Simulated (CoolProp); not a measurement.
A Linde-Hampson liquefier for ethylene: isothermal reversible compression at 320 K from 1 atm to 40 MPa, throttling to 1 atm, return gas leaving the recuperator 2 K below the feed. Each further row changes one setting.

The numbers come from the reference Helmholtz-energy equation of state, Smukala 2000 in CoolProp.

```
case                        liquid yield per pass  compression work (kJ/kg of gas)
--------------------------  ---------------------  -------------------------------
as stated                                       ?                              468
high pressure 80 MPa                            ?                                ?
warm-end temperature 350 K                  0.359                              539
warm-end gap 7 K                                ?                              468
```

Question: What belongs in the gaps?

Answer: 
- as stated, liquid yield per pass: 0.425
- high pressure 80 MPa, liquid yield per pass: 0.382
- high pressure 80 MPa, compression work (kJ/kg of gas): 554
- warm-end gap 7 K, liquid yield per pass: 0.418
